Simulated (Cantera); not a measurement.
Low-pressure radical oxidation in H2/O2

An isothermal, constant-pressure homogeneous reactor starts with H₂ : O₂ = 0.33 : 0.52 (molar parts), at 950 K and 18.8 Torr.

Cantera simulation using the H2/O2 subset of GRI-Mech 3.0, which has no nitrogen chemistry; the numbers are that mechanism's predictions, not measurements. Radical loss at walls, strong at low pressure, is not modelled. The temperature is held fixed by assumption; the heat of reaction is taken as removed at once.

```
t (s)         x H₂   x O₂     x HO₂       x O       x H    x H₂O₂
--------  --------  -----  --------  --------  --------  --------
0.000100     0.388  0.612  1.04e-10  2.03e-11  1.21e-10    <1e-12
0.000238     0.388  0.612  2.59e-10  1.14e-10  5.25e-10    <1e-12
0.000568     0.388  0.612  9.13e-10   1.85e-9   8.03e-9    <1e-12
0.00135      0.388  0.612   1.68e-7   8.97e-7   3.87e-6  8.78e-11
0.00323     0.0796  0.500   3.46e-5    0.0228     0.123   1.13e-6
0.00769    0.00446  0.518   3.76e-5   0.00123  0.000894   2.43e-6
0.0183     0.00102  0.518   1.64e-5  0.000162   3.45e-5   1.48e-6
0.0437    0.000262  0.518   6.19e-6   3.59e-5   3.83e-6   8.28e-7
0.104      5.35e-5  0.518   1.69e-6   7.76e-6   4.13e-7   3.85e-7
0.248      8.27e-6  0.518   3.63e-7   1.66e-6   3.95e-8   1.67e-7
0.591      1.00e-6  0.518   8.02e-8   4.06e-7   4.15e-9   6.98e-8
1.41       1.16e-7  0.518   2.21e-8   1.19e-7  5.91e-10   2.92e-8
3.36       2.29e-8  0.518   7.65e-9   4.09e-8  1.14e-10   1.27e-8
8.00       7.34e-9  0.518   2.98e-9   1.53e-8  2.60e-11   5.65e-9
```
x: mole fraction; the columns are a selection and need not sum to one.

Equilibrium at this temperature and pressure: H₂ 7.76e-11, O₂ 0.518, HO₂ 6.90e-10, O 1.46e-10, H <1e-12, H₂O₂ 7.88e-11 (gas phase only).
